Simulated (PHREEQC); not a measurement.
Consider water at 20 °C with 0.0088 mol/kgw MnCl2, 0.26 mol/kgw CdSO4 and 3.2e-06 mol/kgw Ca(HCO3)2. Closed to the air; pH follows from the charge balance.

The numbers come from PHREEQC with the ion-association model, wateq4f.dat.

This is a speciation only: nothing precipitates in the calculation.

Estimate the pH, ionic strength, activity of water.

pH 5.88; ionic strength 0.445 mol/kgw; activity of water 0.994.

In which forms is C present?

CO2 50 %, HCO3- 25 %, CdHCO3+ 22 %, MnHCO3+ 3.4 % of the C.

Examples of supersaturated solids here: Otavite. Others may be too.
